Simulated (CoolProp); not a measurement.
Saturation properties of ethylene (Tc = 282.4 K, pc = 50.42 bar, ω = 0.087).

Computed with CoolProp (reference Helmholtz-energy equation of state, Smukala 2000).

```csv
T (K),p (bar),liquid density (kg/m³),vapour density (kg/m³),enthalpy of vaporisation (kJ/kg),liquid cp (kJ/(kg K))
143.5,0.1613,603.4,0.3825,517.6,2.406
147,0.2159,598.7,0.5009,513.1,2.404
150.5,0.2845,593.9,0.6465,508.5,2.404
154,0.3698,589.1,0.8234,503.8,2.404
157.6,0.4776,584.2,1.043,498.9,2.405
161.1,0.6050,579.3,1.297,494.1,2.408
164.6,0.7577,574.4,1.596,489.2,2.411
168.1,0.9391,569.5,1.946,484.3,2.416
171.6,1.153,564.5,2.352,479.2,2.421
175.1,1.402,559.4,2.820,474.0,2.429
178.6,1.691,554.3,3.355,468.6,2.437
182.1,2.023,549.1,3.963,463.1,2.448
```

It boils at 169.4 K under 1 atm.
